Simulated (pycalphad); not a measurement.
Source of the numbers: pycalphad with the COST 507 light-alloy database (1999); pressure 1 atm. The data set is of 1999 and partly superseded. Diffusion is slow at the low end, where real alloys seldom reach equilibrium.

# Al-20.92N (wt.%): equilibrium cooling sequence

```csv
T (K),phases above,phases below
2745.9,gas,gas + liquid
2707.8,gas + liquid,ALN + liquid
933.3,ALN + liquid,ALN + fcc
```

Changes were sought between steps of 50 K, so a narrower field can be missed. At the top of the range, 2900 K, the alloy is not yet fully liquid: it holds gas.

Database names, with the compositions (at.%) that they take in these runs: ALN: Al 50 N 50.
